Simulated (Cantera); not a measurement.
Input: 1 mol acetone, 0.094 mol CO2, 18 mol N2, held at 1.70 mbar.

Method: chemical equilibrium by Gibbs-energy minimisation in Cantera with the NASA 1993 tables (ideal gas, pure condensed phases). Candidate condensed phases: C, C6H6, C7H8, C8H18, H2O; 136 gas species. The feed counts by its element totals alone. Equilibrium is a limit: real reactors are often held back by kinetics, nucleation or transport.

**Question.** What share of the C ends up in condensed phases as a function of T (K), at 1000, 1200, 1400, 1600, 1800, 2000, 2200, 2400, 2600?

**Answer.** 
| T (K) | C condensed (%) | as |
|---|---|---|
| 1000 | 61.6 | C(graphite) |
| 1200 | 61.6 | C(graphite) |
| 1400 | 61.5 | C(graphite) |
| 1600 | 61.1 | C(graphite) |
| 1800 | 60.1 | C(graphite) |
| 2000 | 57.9 | C(graphite) |
| 2200 | 54.2 | C(graphite) |
| 2400 | 49.4 | C(graphite) |
| 2600 | 40.7 | C(graphite) |
